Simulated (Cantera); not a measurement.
Cantera run:

```python
import numpy as np
import cantera as ct

gas_names = """
    C CN CO CO2 C2 CCN CNC C2N2 C2O C3 C3O2 C4 C4N2 C5 Fe FeC5O5 FeO N NCO NO NO2 NO3 N2 N2O O O2 O3
""".split()
cond_names = """
    C(gr) Fe(a) Fe(c) Fe(d) Fe(L) FeC5O5(L) FeO(s) FeO(L) Fe2O3(s) Fe3O4(s)
""".split()


def load(file, names, dense=False):
    # The tables refer to 1 bar. Condensed volumes are neglected.
    table = {s.name: s for s in ct.Species.list_from_file(file)}
    out = []
    for n in names:
        d = dict(table[n].input_data)
        d["thermo"] = dict(d["thermo"], **{"reference-pressure": 1e5})
        if dense:
            d["equation-of-state"] = {"model": "constant-volume", "density": "1e6 g/cm^3"}
        out.append(ct.Species.from_dict(d))
    return out


gas = ct.Solution(thermo="ideal-gas", species=load("nasa_gas.yaml", gas_names))
cond = {s.name: ct.Solution(thermo="fixed-stoichiometry", species=[s], name=s.name)
        for s in load("nasa_condensed.yaml", cond_names, dense=True)}
atoms = {
    'Fe2O3': {'Fe': 2, 'O': 3},
    'CO': {'C': 1, 'O': 1},
    'N2': {'N': 2},
}
top_T = {'C(gr)': 4500, 'Fe2O3(s)': 1830, 'Fe3O4(s)': 1870}  # K; cautious upper limits of use, not melting points


def equilibrate(T, P, feed):
    n = {}
    for name, mol in feed.items():
        for a, k in atoms[name].items():
            n[a] = n.get(a, 0.0) + k * mol
    gas.TPX = T, P, n
    mass = sum(n.values()) * gas.mean_molecular_weight
    gas.equilibrate("TP")
    valid = [c for c in cond.values() if c.min_temp <= T <= top_T.get(c.name, c.max_temp)]
    mix = ct.Mixture([(gas, mass / gas.mean_molecular_weight)] + [(c, 0.0) for c in valid])
    mix.T, mix.P = T, P
    mix.equilibrate("TP", solver="vcs", rtol=1e-11, max_steps=5000)
    return mix


results = []
feed = {'Fe2O3': 1, 'CO': 8.1, 'N2': 2.8}  # mol
P = 1000  # Pa
for T in [1998, 2098, 2198, 2298, 2398, 2498, 2598]:
    mix = equilibrate(T, P, feed)
    results.append((T, P, feed, dict(zip(mix.species_names, mix.species_moles))))
    x = sorted(zip(gas.X, gas.species_names), reverse=True)
    print(f"T = {T:g} K  P = {P:g} Pa  gas = {mix.phase_moles(0):.4g} mol")
    print("   x: " + "  ".join(f"{s} {v:.3e}" for v, s in x if v > 0.001))
    print("   condensed (mol): " + ("  ".join(f"{mix.phase(i).name} {mix.phase_moles(i):.4g}"
          for i in range(1, mix.n_phases) if mix.phase_moles(i) > 1e-12) or "none"))
```

Output:

```
T = 1998 K  P = 1000 Pa  gas = 11.13 mol
   x: CO 6.174e-01  N2 2.515e-01  CO2 1.103e-01  Fe 2.047e-02
   condensed (mol): FeO(L) 1.768
T = 2098 K  P = 1000 Pa  gas = 11.42 mol
   x: CO 5.780e-01  N2 2.452e-01  CO2 1.313e-01  Fe 4.401e-02  FeO 1.231e-03
   condensed (mol): FeO(L) 1.483
T = 2198 K  P = 1000 Pa  gas = 11.91 mol
   x: CO 5.184e-01  N2 2.351e-01  CO2 1.620e-01  Fe 7.944e-02  FeO 4.019e-03
   condensed (mol): FeO(L) 1.006
T = 2298 K  P = 1000 Pa  gas = 12.73 mol
   x: CO 4.395e-01  N2 2.194e-01  CO2 1.965e-01  Fe 1.267e-01  FeO 1.175e-02  O2 2.635e-03  O 2.520e-03
   condensed (mol): FeO(L) 0.2368
T = 2398 K  P = 1000 Pa  gas = 13.12 mol
   x: CO 4.304e-01  N2 2.124e-01  CO2 1.868e-01  Fe 1.369e-01  FeO 1.544e-02  O2 8.287e-03  O 7.812e-03  NO 1.967e-03
   condensed (mol): none
T = 2498 K  P = 1000 Pa  gas = 13.38 mol
   x: CO 4.495e-01  N2 2.077e-01  CO2 1.559e-01  Fe 1.346e-01  O 1.815e-02  O2 1.601e-02  FeO 1.489e-02  NO 3.247e-03
   condensed (mol): none
T = 2598 K  P = 1000 Pa  gas = 13.74 mol
   x: CO 4.709e-01  N2 2.015e-01  Fe 1.327e-01  CO2 1.187e-01  O 3.532e-02  O2 2.344e-02  FeO 1.287e-02  NO 4.584e-03
   condensed (mol): none
```

These are equilibrium values from Cantera (NASA tables, ideal gas, pure condensed phases), not measurements of a reactor. The tables' stoichiometric FeO is somewhat more stable than real wüstite, so its field is too wide. FeO: taken at fixed stoichiometry.
